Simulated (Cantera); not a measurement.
Thermodynamics of aluminium nitride and oxide growth, feed Al + HCl + N2 + O2

A closed system holds: 1 mol Al, 1.4 mol HCl, a varied amount of N2, 0.3 mol O2, held at 850 °C and 16.0 Pa.

Cantera equilibrium calculation (NASA polynomials, part measured and part estimated; ideal gas, pure solids and liquids). Candidate condensed phases: Al, AlCl3, AlN, Al2O3, H2O, NH4Cl; 45 gas species. Mutual solubility and eutectic melting of coexisting phases are not modelled. The tables' values for AlCl2 are old estimates; treat these amounts as uncertain. Equilibrium is a limit: real reactors are often held back by kinetics, nucleation or transport.

From 7 mol N2 to 530 mol N2 the condensed part is AlN(s) + Al2O3(s). The main Al-bearing gas is AlCl3 throughout. The share of Al in condensed phases is highest at 530 mol N2 (70.4 %) and lowest at 7 mol N2 (63.6 %).

```json
[
 {"n(N2) (mol)": "7", "x N2": "0.849", "x H2": "0.0672", "x AlCl3": "0.0447", "x HCl": "0.0383", "x AlCl2": "0.000212", "x AlCl": "5.31e-5", "n AlN(s)": "0.236", "n Al2O3(s)": "0.200"},
 {"n(N2) (mol)": "11", "x N2": "0.899", "x H2": "0.0442", "x AlCl3": "0.0293", "x HCl": "0.0273", "x AlCl2": "0.000159", "x AlCl": "4.53e-5", "n AlN(s)": "0.242", "n Al2O3(s)": "0.200"},
 {"n(N2) (mol)": "18", "x N2": "0.936", "x H2": "0.0274", "x AlCl3": "0.0182", "x HCl": "0.0184", "x AlCl2": "0.000115", "x AlCl": "3.81e-5", "n AlN(s)": "0.250", "n Al2O3(s)": "0.200"},
 {"n(N2) (mol)": "30", "x N2": "0.960", "x H2": "0.0165", "x AlCl3": "0.0109", "x HCl": "0.0121", "x AlCl2": "8.11e-5", "x AlCl": "3.18e-5", "n AlN(s)": "0.257", "n Al2O3(s)": "0.200"},
 {"n(N2) (mol)": "48", "x N2": "0.975", "x H2": "0.0102", "x AlCl3": "0.00674", "x HCl": "0.00813", "x AlCl2": "5.87e-5", "x AlCl": "2.70e-5", "n AlN(s)": "0.265", "n Al2O3(s)": "0.200"},
 {"n(N2) (mol)": "78", "x N2": "0.984", "x H2": "0.00617", "x AlCl3": "0.00408", "x HCl": "0.00536", "x AlCl2": "4.19e-5", "x AlCl": "2.27e-5", "n AlN(s)": "0.272", "n Al2O3(s)": "0.200"},
 {"n(N2) (mol)": "130", "x N2": "0.991", "x H2": "0.00362", "x AlCl3": "0.00239", "x HCl": "0.00344", "x AlCl2": "2.93e-5", "x AlCl": "1.90e-5", "n AlN(s)": "0.281", "n Al2O3(s)": "0.200"},
 {"n(N2) (mol)": "200", "x N2": "0.994", "x H2": "0.00230", "x AlCl3": "0.00151", "x HCl": "0.00236", "x AlCl2": "2.16e-5", "x AlCl": "1.63e-5", "n AlN(s)": "0.288", "n Al2O3(s)": "0.200"},
 {"n(N2) (mol)": "330", "x N2": "0.996", "x H2": "0.00136", "x AlCl3": "0.000889", "x HCl": "0.00152", "x AlCl2": "1.52e-5", "x AlCl": "1.36e-5", "n AlN(s)": "0.296", "n Al2O3(s)": "0.200"},
 {"n(N2) (mol)": "530", "x N2": "0.998", "x H2": "0.000820", "x AlCl3": "0.000536", "x HCl": "0.000996", "x AlCl2": "1.08e-5", "x AlCl": "1.15e-5", "n AlN(s)": "0.304", "n Al2O3(s)": "0.200"}
]
```
x: gas mole fraction; n: condensed amount in mol.
